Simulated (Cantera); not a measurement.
Input (Python, Cantera):

```python
import numpy as np
import cantera as ct

gas = ct.Solution("gri30.yaml")
gas.TPX = 1300, 101325, {'N2O': 1}
reactor = ct.IdealGasConstPressureReactor(gas, energy="off", clone=False)
net = ct.ReactorNet([reactor])
net.rtol, net.atol = 1e-08, 1e-18
show = ['N2O', 'O2', 'NO2', 'N2', 'NO', 'O']
times = np.geomspace(0.0007, 30, 11)

steps = ct.SolutionArray(gas, extra=["t"])
rows = []
print(f"{'t/s':>10s}{'T/K':>9s}{'P/Pa':>11s}" + "".join(f"{s:>11s}" for s in show))
for t in times:
    while net.time < t:
        t_next = net.step()
        steps.append(gas.state, t=t_next)
    rows.append([np.interp(t, steps.t, y) for y in (steps.T, steps.P, *steps(*show).X.T)])
    print(f"{t:10.3e}{rows[-1][0]:9.1f}{rows[-1][1]:11.4g}" + "".join(f"{x:11.3e}" for x in rows[-1][2:]))
rate = np.gradient(steps.T, steps.t)
print("integrator steps:", len(steps.t))
if steps.T.max() > steps.T[0] + 200:
    print(f"time of steepest temperature rise: {steps.t[rate.argmax()]:.4e} s")
gas.TPX = 1300, 101325, {'N2O': 1}
gas.equilibrate("TP")
print(f"equilibrium (TP): T = {gas.T:.1f} K  " + "  ".join(f"{s} {gas[s].X[0]:.3e}" for s in show))
```

Result:

```
       t/s      T/K       P/Pa        N2O         O2        NO2         N2         NO          O
 7.000e-04   1300.0  1.013e+05  9.965e-01  1.001e-03  3.111e-07  2.185e-03  3.492e-04  7.216e-06
 2.034e-03   1300.0  1.013e+05  9.897e-01  2.907e-03  2.329e-06  6.330e-03  1.012e-03  7.205e-06
 5.909e-03   1300.0  1.013e+05  9.706e-01  8.335e-03  1.420e-05  1.815e-02  2.892e-03  7.168e-06
 1.717e-02   1300.0  1.013e+05  9.180e-01  2.327e-02  6.032e-05  5.064e-02  8.015e-03  7.043e-06
 4.988e-02   1300.0  1.013e+05  7.870e-01  6.059e-02  1.800e-04  1.317e-01  2.055e-02  6.681e-06
 1.449e-01   1300.0  1.013e+05  5.296e-01  1.346e-01  4.043e-04  2.916e-01  4.380e-02  5.726e-06
 4.210e-01   1300.0  1.013e+05  2.156e-01  2.273e-01  6.374e-04  4.892e-01  6.732e-02  3.636e-06
 1.223e+00   1300.0  1.013e+05  3.474e-02  2.843e-01  7.318e-04  6.065e-01  7.377e-02  9.852e-07
 3.554e+00   1300.0  1.013e+05  5.565e-04  2.959e-01  9.173e-04  6.296e-01  7.303e-02  1.111e-07
 1.033e+01   1300.0  1.013e+05  1.500e-06  2.961e-01  9.427e-04  6.300e-01  7.296e-02  9.632e-08
 3.000e+01   1300.0  1.013e+05  1.491e-06  2.961e-01  9.415e-04  6.301e-01  7.286e-02  9.633e-08
integrator steps: 1195
equilibrium (TP): T = 1300.0 K  N2O 2.829e-08  O2 3.331e-01  NO2 6.318e-06  N2 6.664e-01  NO 4.609e-04  O 1.021e-07
```

Detailed kinetics in Cantera: GRI-Mech 3.0 (53 species, 325 reactions). GRI-Mech 3.0 was tuned for natural gas; its chemistry of N2O as a main component is partial and can be far from experiment. The mechanism lacks the step 2 NO + O2 → 2 NO2, which can matter for NO2 below about 1400 K. The temperature is held fixed by assumption; the heat of reaction is taken as removed at once.
